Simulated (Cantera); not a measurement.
Cantera run:

```python
import numpy as np
import cantera as ct

gas_names = """
    CL CL2 H HCL H2 Si SiCL SiCL2 SiCL3 SiCL4 SiH SiHCL3 SiH2 SiH2CL2 SiH3 SiH3CL SiH4 Si2 Si3
""".split()
cond_names = """
    Si(cr) Si(L)
""".split()


# ... load() reads the species with a 1 bar reference pressure and builds the phases ...
atoms = {
    'Si': {'Si': 1},
    'HCl': {'H': 1, 'CL': 1},
}
top_T = {}  # K; cautious upper limits of use, not melting points


# ... equilibrate(T, P, feed) seeds the gas with the atoms and calls Mixture.equilibrate('TP', solver="vcs", rtol=1e-11, max_steps=5000) ...
results = []
feed = {'Si': 1, 'HCl': 21}  # mol
P = 4.1  # Pa
for T in [898, 948, 998, 1048, 1098, 1148, 1198, 1248, 1298, 1348, 1398, 1448, 1498, 1548]:
    mix = equilibrate(T, P, feed)
    results.append((T, P, feed, dict(zip(mix.species_names, mix.species_moles))))

top = {s: max(r[3][s] / sum(r[3][g] for g in gas_names) for r in results) for s in gas_names}
cols = sorted((s for s in top if top[s] > 1e-05), key=lambda s: -top[s])[:6]
seen = [c for c in cond_names if any(r[3].get(c, 0) > 1e-12 for r in results)]
print("log10 of partial pressures in bar; condensed amounts in mol")
print(f"{'T/K':>10s}" + "".join(f"{s[:9]:>10s}" for s in cols + seen))
for T, P, feed, n in results:
    ng = sum(n[g] for g in gas_names)
    print(f"{T:10.4g}" + "".join(f"{np.log10(max(n[s] / ng * P / 1e5, 1e-99)):10.3f}" for s in cols)
          + "".join(f"{n.get(c, 0):10.4g}" for c in seen))
```

It prints:

```
log10 of partial pressures in bar; condensed amounts in mol
       T/K       HCL        H2     SiCL4     SiCL2        CL     SiCL3
       898    -4.458    -5.387    -5.689   -10.376   -11.735    -8.875
       948    -4.458    -5.388    -5.690    -9.457   -11.065    -8.338
       998    -4.458    -5.388    -5.692    -8.635   -10.461    -7.859
      1048    -4.457    -5.391    -5.700    -7.901    -9.913    -7.432
      1098    -4.456    -5.399    -5.721    -7.258    -9.411    -7.063
      1148    -4.454    -5.421    -5.776    -6.724    -8.943    -6.772
      1198    -4.449    -5.464    -5.891    -6.329    -8.500    -6.583
      1248    -4.444    -5.524    -6.078    -6.071    -8.080    -6.504
      1298    -4.439    -5.583    -6.331    -5.918    -7.691    -6.513
      1348    -4.436    -5.628    -6.633    -5.832    -7.337    -6.583
      1398    -4.435    -5.654    -6.963    -5.784    -7.017    -6.688
      1448    -4.436    -5.664    -7.305    -5.757    -6.728    -6.813
      1498    -4.438    -5.661    -7.649    -5.742    -6.466    -6.947
      1548    -4.442    -5.645    -7.992    -5.734    -6.228    -7.086
```

These are equilibrium values from Cantera (NASA tables, ideal gas, pure condensed phases), not measurements of a reactor. The tables' values for SiCl3 are old estimates; treat these amounts as uncertain.
